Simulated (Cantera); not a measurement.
An isothermal, constant-pressure homogeneous reactor starts with 40.0 % NO, 60.0 % N2, at 1823 K and 13000 Pa.

Computed with Cantera and GRI-Mech 3.0 (53 species, 325 reactions).

Predict: x(NO) at 2.00 s; x(NO2) at 2.00 s; x(O) at 2.00 s; x(N2) at 2.00 s; x(O2) at 2.00 s; x(N2O) at 2.00 s.


- x(NO) at 2.00 s = 0.373 (gas-phase equilibrium 0.00440)
- x(NO2) at 2.00 s = 8.88e-5 (gas-phase equilibrium 3.68e-6)
- x(O) at 2.00 s = 5.99e-5 (gas-phase equilibrium 0.000187)
- x(N2) at 2.00 s = 0.614 (gas-phase equilibrium 0.798)
- x(O2) at 2.00 s = 0.0135 (gas-phase equilibrium 0.198)
- x(N2O) at 2.00 s = 5.44e-5 (gas-phase equilibrium 9.15e-8)
